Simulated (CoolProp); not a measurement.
Aqueous ethanol as a coolant, 57 % by mass, freezing at -42.6 °C, 1 atm.

Computed with CoolProp (Melinder's fits for secondary coolants).

| T (°C) | Prandtl number | viscosity (mPa s) | cp (kJ/(kg K)) | density (kg/m³) |
|---|---|---|---|---|
| -30.3 | 334 | 31.5 | 2.994 | 938.6 |
| -25.3 | 245 | 22.6 | 3.075 | 934.5 |
| -20.2 | 184 | 16.5 | 3.155 | 930.3 |
| -15.2 | 141 | 12.4 | 3.230 | 926.2 |
| -10.2 | 111 | 9.54 | 3.302 | 922.2 |
| -5.1 | 87.9 | 7.45 | 3.372 | (withheld) |
| -0.1 | 71.3 | 5.94 | 3.436 | 914.0 |
| 5 | 58.4 | 4.80 | (withheld) | 909.9 |
| 10 | 48.7 | 3.94 | 3.553 | 905.9 |
| 15.1 | 40.8 | 3.27 | 3.605 | 901.7 |
| 20.1 | 34.6 | 2.74 | 3.651 | 897.7 |
| 25.1 | 29.5 | 2.32 | 3.692 | 893.6 |
| 30.2 | 25.2 | 1.97 | 3.729 | (withheld) |
| 35.2 | 21.7 | 1.68 | 3.759 | 885.2 |

Fill in the missing entries.


- -5.1, density (kg/m³): 918.1
- 5, cp (kJ/(kg K)): 3.497
- 30.2, density (kg/m³): 889.4
